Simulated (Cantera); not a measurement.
Thermodynamics of sublimation and decomposition of ceramics, feed Si3N4 + H2

Input: 1 mol Si3N4, 0.065 mol H2, held at 11.0 mbar.

Method: chemical equilibrium by Gibbs-energy minimisation in Cantera with the NASA 1993 tables (ideal gas, pure condensed phases). Candidate condensed phases: Si, Si3N4; 18 gas species. The tables' values for SiN are old estimates; treat these amounts as uncertain. Gases not in the tables: Si2H6 and higher silanes. The numbers say what is thermodynamically allowed, not how fast it happens.

From 1998 K to 2498 K the condensed part is Si(l). At 2548 K nothing is condensed. The main Si-bearing gas is Si throughout. The share of Si in condensed phases is highest at 1998 K (99.7 %) and lowest at 2548 K (0.0 %).

```json
[
 {"T (K)": "1998", "log p N2": "-1.97", "log p Si": "-4.37", "log p H2": "-3.48", "log p H": "-4.54", "log p Si2": "-6.36", "n Si(l)": "2.99"},
 {"T (K)": "2048", "log p N2": "-1.98", "log p Si": "-4.12", "log p H2": "-3.49", "log p H": "-4.40", "log p Si2": "-6.06", "n Si(l)": "2.98"},
 {"T (K)": "2098", "log p N2": "-1.98", "log p Si": "-3.88", "log p H2": "-3.50", "log p H": "-4.26", "log p Si2": "-5.77", "n Si(l)": "2.97"},
 {"T (K)": "2148", "log p N2": "-1.98", "log p Si": "-3.66", "log p H2": "-3.52", "log p H": "-4.14", "log p Si2": "-5.50", "n Si(l)": "2.95"},
 {"T (K)": "2198", "log p N2": "-1.99", "log p Si": "-3.44", "log p H2": "-3.55", "log p H": "-4.03", "log p Si2": "-5.24", "n Si(l)": "2.92"},
 {"T (K)": "2248", "log p N2": "-2.00", "log p Si": "-3.24", "log p H2": "-3.58", "log p H": "-3.92", "log p Si2": "-4.99", "n Si(l)": "2.87"},
 {"T (K)": "2298", "log p N2": "-2.02", "log p Si": "-3.04", "log p H2": "-3.62", "log p H": "-3.83", "log p Si2": "-4.75", "n Si(l)": "2.79"},
 {"T (K)": "2348", "log p N2": "-2.04", "log p Si": "-2.85", "log p H2": "-3.69", "log p H": "-3.75", "log p Si2": "-4.53", "n Si(l)": "2.66"},
 {"T (K)": "2398", "log p N2": "-2.08", "log p Si": "-2.67", "log p H2": "-3.78", "log p H": "-3.69", "log p Si2": "-4.31", "n Si(l)": "2.44"},
 {"T (K)": "2448", "log p N2": "-2.14", "log p Si": "-2.50", "log p H2": "-3.91", "log p H": "-3.66", "log p Si2": "-4.10", "n Si(l)": "2.05"},
 {"T (K)": "2498", "log p N2": "-2.24", "log p Si": "-2.33", "log p H2": "-4.12", "log p H": "-3.66", "log p Si2": "-3.90", "n Si(l)": "1.25"},
 {"T (K)": "2548", "log p N2": "-2.36", "log p Si": "-2.21", "log p H2": "-4.39", "log p H": "-3.71", "log p Si2": "-3.80", "n Si(l)": "0"}
]
```
log p: log10 of the partial pressure in bar; n: condensed amount in mol.
